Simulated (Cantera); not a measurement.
# Thermodynamics of abatement and gas-phase synthesis, feed H2S + O2 + H2

A closed system holds: 1 mol H2S, 0.025 mol O2, 0.53 mol H2, at 10.0 mbar.

Method: chemical equilibrium by Gibbs-energy minimisation in Cantera with the NASA 1993 tables (ideal gas, pure condensed phases). Candidate condensed phases: H2O, H2SO4, S; 19 gas species. The numbers say what is thermodynamically allowed, not how fast it happens.

```json
[
 {"T (K)": "1998", "x H2": "0.689", "x H": "0.0133", "x S2": "0.213", "x S": "0.0145", "x SH": "0.0273", "x H2O": "0.0214", "x H2S": "0.0189", "x SO": "0.00262"},
 {"T (K)": "2048", "x H2": "0.683", "x H": "0.0185", "x S2": "0.208", "x S": "0.0197", "x SH": "0.0299", "x H2O": "0.0205", "x H2S": "0.0162", "x SO": "0.00331"},
 {"T (K)": "2098", "x H2": "0.675", "x H": "0.0253", "x S2": "0.202", "x S": "0.0264", "x SH": "0.0325", "x H2O": "0.0195", "x H2S": "0.0139", "x SO": "0.00410"},
 {"T (K)": "2148", "x H2": "0.666", "x H": "0.0340", "x S2": "0.195", "x S": "0.0347", "x SH": "0.0350", "x H2O": "0.0183", "x H2S": "0.0119", "x SO": "0.00496"},
 {"T (K)": "2198", "x H2": "0.653", "x H": "0.0450", "x S2": "0.187", "x S": "0.0447", "x SH": "0.0372", "x H2O": "0.0170", "x H2S": "0.0102", "x SO": "0.00587"},
 {"T (K)": "2248", "x H2": "0.637", "x H": "0.0587", "x S2": "0.176", "x S": "0.0567", "x SH": "0.0391", "x H2O": "0.0157", "x H2S": "0.00867", "x SO": "0.00681"},
 {"T (K)": "2298", "x H2": "0.619", "x H": "0.0753", "x S2": "0.165", "x S": "0.0707", "x SH": "0.0406", "x H2O": "0.0143", "x H2S": "0.00732", "x SO": "0.00772"},
 {"T (K)": "2348", "x H2": "0.596", "x H": "0.0954", "x S2": "0.152", "x S": "0.0866", "x SH": "0.0415", "x H2O": "0.0129", "x H2S": "0.00613", "x SO": "0.00859"},
 {"T (K)": "2398", "x H2": "0.571", "x H": "0.119", "x S2": "0.138", "x S": "0.104", "x SH": "0.0418", "x H2O": "0.0115", "x H2S": "0.00507", "x SO": "0.00936"},
 {"T (K)": "2448", "x H2": "0.541", "x H": "0.146", "x S2": "0.123", "x S": "0.123", "x SH": "0.0415", "x H2O": "0.0101", "x H2S": "0.00414", "x SO": "0.0100"},
 {"T (K)": "2498", "x H2": "0.508", "x H": "0.178", "x S2": "0.107", "x S": "0.142", "x SH": "0.0404", "x H2O": "0.00885", "x H2S": "0.00333", "x SO": "0.0105"},
 {"T (K)": "2548", "x H2": "0.473", "x H": "0.213", "x S2": "0.0919", "x S": "0.162", "x SH": "0.0386", "x H2O": "0.00766", "x H2S": "0.00263", "x SO": "0.0109"},
 {"T (K)": "2598", "x H2": "0.434", "x H": "0.251", "x S2": "0.0768", "x S": "0.181", "x SH": "0.0362", "x H2O": "0.00657", "x H2S": "0.00203", "x SO": "0.0110"}
]
```
x: gas mole fraction; nothing condenses.

From 1998 K to 2598 K nothing is condensed.
